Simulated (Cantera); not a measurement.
A closed system holds: 1 mol CuO, 2 mol CO, equilibrated at 101000 Pa.

Method: chemical equilibrium by Gibbs-energy minimisation in Cantera with the NASA 1993 tables (ideal gas, pure condensed phases). Candidate condensed phases: C, Cu, CuO, Cu₂O; 15 gas species. Rates play no part.

**Question.** Which condensed phases are stable at each of these points (T (°C)): 1425, 1500, 1575, 1650, 1725, 1800, 1875, 1950, 2025, 2100, 2175, 2250, 2325, 2400?

**Answer.** 
```tsv
T (°C)	condensed phases	Cu condensed (%)
1425	Cu(l)	100.0
1500	Cu(l)	99.9
1575	Cu(l)	99.8
1650	Cu(l)	99.6
1725	Cu(l)	99.2
1800	Cu(l)	98.3
1875	Cu(l)	96.9
1950	Cu(l)	94.3
2025	Cu(l)	90.0
2100	Cu(l)	82.7
2175	Cu(l)	70.6
2250	Cu(l)	49.8
2325	Cu(l)	11.7
2400	gas only	0.0
```

From 1425 °C to 2325 °C the condensed part is Cu(l). At 2400 °C nothing is condensed.
